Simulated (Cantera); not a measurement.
A perfectly stirred reactor is fed with CO : H₂ : CH₄ : O₂ : N₂ = 1 : 0.096 : 1.3 : 1.65 : 6.2 (molar parts), equivalence ratio 1.9, at 1.10 bar; it is adiabatic with a 400 K inlet, and is followed from long to short residence time, starting on the burning branch (τ in s: 0.084, 0.038, 0.017, 0.0075, 0.0034, 0.0015, 0.00068, 0.0003, 0.00014, 6.1e-05).

Computed with Cantera and GRI-Mech 3.0 (53 species, 325 reactions).

Problem. Predict: blow-out, bracketed by the residence times tried; x(CO) at τ = 84.0 ms; x(H₂) at τ = 84.0 ms; x(CH₄) at τ = 84.0 ms; x(CH₂CO) at τ = 84.0 ms; x(NO) at τ = 84.0 ms; x(CO) at τ = 1.50 ms; x(H₂) at τ = 1.50 ms; x(CH₄) at τ = 1.50 ms.

Solution. 
| Property | Result |
|---|---|
| blow-out, bracketed by the residence times tried | burning at 3.40 ms, out at 1.50 ms |
| x(CO) at τ = 84.0 ms | 0.141 |
| x(H₂) at τ = 84.0 ms | 0.0886 |
| x(CH₄) at τ = 84.0 ms | 0.00547 |
| x(CH₂CO) at τ = 84.0 ms | 2.20e-5 |
| x(NO) at τ = 84.0 ms | 4.49e-6 |
| x(CO) at τ = 1.50 ms | 0.0976 |
| x(H₂) at τ = 1.50 ms | 0.00937 |
| x(CH₄) at τ = 1.50 ms | 0.127 |
